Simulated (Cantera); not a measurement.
Cantera run:

```python
import numpy as np
import cantera as ct

gas_names = """
    CL CL2 H HCL H2 Si SiCL SiCL2 SiCL3 SiCL4 SiH SiHCL3 SiH2 SiH2CL2 SiH3 SiH3CL SiH4 Si2 Si3
""".split()
cond_names = """
    Si(cr) Si(L)
""".split()


# ... load() reads the species with a 1 bar reference pressure and builds the phases ...
atoms = {
    'SiCl4': {'Si': 1, 'CL': 4},
    'H2': {'H': 2},
}
top_T = {}  # K; cautious upper limits of use, not melting points


# ... equilibrate(T, P, feed) seeds the gas with the atoms and calls Mixture.equilibrate('TP', solver="vcs", rtol=1e-11, max_steps=5000) ...
results = []
feed = {'SiCl4': 1, 'H2': 0.32}  # mol
T = 1225  # K
P = 1700000  # Pa
mix = equilibrate(T, P, feed)
results.append((T, P, feed, dict(zip(mix.species_names, mix.species_moles))))
x = sorted(zip(gas.X, gas.species_names), reverse=True)
print(f"T = {T:g} K  P = {P:g} Pa  gas = {mix.phase_moles(0):.4g} mol")
print("   x: " + "  ".join(f"{s} {v:.3e}" for v, s in x if v > 1e-06))
print("   condensed (mol): " + ("  ".join(f"{mix.phase(i).name} {mix.phase_moles(i):.4g}"
      for i in range(1, mix.n_phases) if mix.phase_moles(i) > 1e-12) or "none"))
```

Output:

```
T = 1225 K  P = 1.7e+06 Pa  gas = 1.325 mol
   x: SiCL4 6.897e-01  H2 1.788e-01  HCL 6.629e-02  SiHCL3 5.804e-02  SiCL3 6.092e-03  SiH2CL2 6.520e-04  SiCL2 4.255e-04  SiH3CL 2.019e-06
   condensed (mol): none
```

Equilibrium computed with Cantera from the NASA thermochemical tables; the gas is ideal and each condensed phase is pure. The tables' values for SiCl3 are old estimates; treat these amounts as uncertain.
